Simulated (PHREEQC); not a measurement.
A PHREEQC speciation (ion-association model, wateq4f.dat) at 10 °C gives pH 2.10 and these molalities:

```tsv
species	mol/kgw
Mn+2	0.0795
SO4-2	0.0676
MnSO4	0.0485
Cl-	0.0220
HSO4-	0.0138
H+	0.0101
MnCl+	0.00199
MnCl2	8.65e-6
```

Question: What are the element totals, and what could have been dissolved in 1 kg of water to give them?

Answer: Several could match; the one computed here: totals Cl 0.0240, Mn(2) 0.130, S(6) 0.130 mol/kgw, from 0.024 mol/kgw HCl and 0.13 mol/kgw MnSO4.

This is a speciation only: nothing precipitates in the calculation. Constants without temperature data keep their 25 °C values here.
